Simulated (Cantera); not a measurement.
Charge: 1 mol BCl3, 0.27 mol NH3, 25 mol H2, at 1330 Pa.

Method: chemical equilibrium by Gibbs-energy minimisation in Cantera with the NASA 1993 tables (ideal gas, pure condensed phases). Candidate condensed phases: B, BN, NH4Cl; 21 gas species. Mutual solubility and eutectic melting of coexisting phases are not modelled. The tables' values for BCl, BCl2, BH2 are old estimates; treat these amounts as uncertain. Gases not in the tables: BHCl2. Equilibrium is a limit: real reactors are often held back by kinetics, nucleation or transport.

x: gas mole fraction; n: condensed amount in mol.

| T (°C) | x H2 | x HCl | x BCl3 | x BCl | x H | x BCl2 | x Cl | n B(s) | n BN(s) |
|---|---|---|---|---|---|---|---|---|---|
| 775 | 0.912 | 0.0755 | 0.0122 | 5.24e-8 | 6.39e-8 | 8.60e-7 | 4.83e-9 | 0.403 | 0.270 |
| 825 | 0.906 | 0.0844 | 0.00922 | 1.98e-7 | 2.04e-7 | 1.89e-6 | 1.70e-8 | 0.483 | 0.270 |
| 875 | 0.902 | 0.0917 | 0.00674 | 6.56e-7 | 5.89e-7 | 3.75e-6 | 5.28e-8 | 0.549 | 0.270 |
| 925 | 0.898 | 0.0973 | 0.00481 | 1.93e-6 | 1.56e-6 | 6.77e-6 | 1.47e-7 | 0.601 | 0.270 |
| 975 | 0.895 | 0.101 | (withheld) | 5.12e-6 | (withheld) | 1.13e-5 | (withheld) | 0.638 | 0.270 |
| 1025 | 0.893 | 0.104 | 0.00238 | 1.25e-5 | 8.77e-6 | 1.79e-5 | 8.66e-7 | 0.665 | 0.270 |
| 1075 | 0.892 | 0.106 | (withheld) | 2.82e-5 | (withheld) | 2.68e-5 | (withheld) | 0.683 | 0.270 |
| 1125 | 0.891 | 0.108 | 0.00120 | 5.98e-5 | 3.87e-5 | 3.86e-5 | 3.86e-6 | 0.695 | 0.270 |
| 1175 | 0.890 | 0.109 | 0.000861 | 0.000120 | 7.53e-5 | 5.38e-5 | 7.50e-6 | 0.702 | 0.270 |
| 1225 | 0.890 | 0.109 | 0.000629 | 0.000228 | 0.000140 | 7.28e-5 | 1.39e-5 | 0.705 | 0.270 |
| 1275 | 0.889 | 0.109 | 0.000465 | 0.000414 | 0.000251 | 9.61e-5 | 2.47e-5 | 0.703 | 0.270 |
| 1325 | 0.889 | 0.109 | 0.000348 | 0.000724 | 0.000435 | 0.000124 | 4.23e-5 | 0.697 | 0.270 |
| 1375 | 0.888 | 0.109 | 0.000263 | 0.00122 | 0.000727 | 0.000156 | 7.00e-5 | 0.686 | 0.269 |

Q: Complete the blanks.

A: 
- 1075, x BCl3: 0.00168
- 1075, x H: 1.89e-5
- 1075, x Cl: 1.88e-6
- 975, x BCl3: 0.00339
- 975, x H: 3.83e-6
- 975, x Cl: 3.71e-7
